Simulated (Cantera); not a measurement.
Source: NASA polynomial tables (part measured, part estimated), evaluated in Cantera. Values are per mole of reaction as written; species without (g) are pure solids or liquids, kept so even where they would boil at 1 bar.

Ca(g) + 2 HCl(g) = H2(g) + CaCl2

```csv
T (K),ΔH° (kJ),ΔS° (J/K),ΔG° (kJ),log10 K,condensed phases
550,-782.5,-277.7,-629.7,59.81,CaCl2(s)
650,[?],[?],[?],[?],CaCl2(s)
750,-776.9,-269.1,-575.1,40.05,CaCl2(s)
850,[?],[?],[?],[?],CaCl2(s)
950,-771.0,-262.2,-522.0,28.70,CaCl2(s)
1050,-739.2,-231.6,-496.1,24.68,CaCl2(l)
1150,-734.4,-227.2,-473.1,21.49,CaCl2(l)
1250,-729.7,-223.3,-450.6,18.83,CaCl2(l)
1350,-725.0,-219.7,-428.5,16.58,CaCl2(l)
1450,[?],[?],[?],[?],CaCl2(l)
```

Question: Complete the blanks.

Answer: 
- 650, ΔH° (kJ): -779.7
- 650, ΔS° (J/K): -273.1
- 650, ΔG° (kJ): -602.2
- 650, log10 K: 48.39
- 850, ΔH° (kJ): -774.1
- 850, ΔS° (J/K): -265.5
- 850, ΔG° (kJ): -548.4
- 850, log10 K: 33.70
- 1450, ΔH° (kJ): -720.4
- 1450, ΔS° (J/K): -216.3
- 1450, ΔG° (kJ): -406.7
- 1450, log10 K: 14.65
